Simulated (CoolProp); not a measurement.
Vapour-liquid equilibrium of dimethyl ether (1) + R236EA (2) at 18.85 °C; x and y are mole fractions of (1).

Model: multi-fluid Helmholtz-energy mixture model, Wu 2011 and Rui 2013; pair parameters Bell 2016, in CoolProp.

Problem. Give the bubble pressure and the first vapour's composition at x = 0.35, 0.5, 0.95. Is there an azeotrope?

Solution. x = 0.35: 0.1951 MPa, y = 0.488; x = 0.5: 0.2329 MPa, y = 0.706; x = 0.95: 0.4659 MPa, y = 0.994. No azeotrope shows between x = 0.05 and 0.95.

Pair parameters are fitted to limited data, so mixtures are less certain than the pure fluids.
